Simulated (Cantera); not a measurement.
A perfectly stirred reactor is fed with NH3 : H2 = 1 : 2 (molar parts), at 0.0120 bar; it is held at 1900 K, and followed from long to short residence time.

Computed with Cantera and the gas-phase N/H chemistry of the illustrative SiF4/NH3 mechanism in the Surface Chemkin manual (1991). Walls and surfaces, which speed up NH3 decomposition in real reactors, are not modelled.

Problem. What does this change do: NH3 1 to 7 parts?

Solution. 
```json
[
 {"quantity": "x(NH3) at τ = 4.80 s", "before": "0.161", "after": "0.295"},
 {"quantity": "x(H2) at τ = 4.80 s", "before": "0.773", "after": "0.568"},
 {"quantity": "x(N2) at τ = 4.80 s", "before": "0.0643", "after": "0.135"},
 {"quantity": "x(NH2) at τ = 4.80 s", "before": "0.000299", "after": "0.000468"},
 {"quantity": "x(NH) at τ = 4.80 s", "before": "7.63e-6", "after": "9.87e-6"},
 {"quantity": "x(NH3) at τ = 48.0 ms", "before": "0.331", "after": "0.766"},
 {"quantity": "x(H2) at τ = 48.0 ms", "before": "0.668", "after": "0.230"},
 {"quantity": "x(N2) at τ = 48.0 ms", "before": "0.000802", "after": "0.00286"},
 {"quantity": "x(NH2) at τ = 48.0 ms", "before": "0.000396", "after": "0.000819"},
 {"quantity": "x(NH) at τ = 48.0 ms", "before": "6.43e-6", "after": "9.96e-6"}
]
```
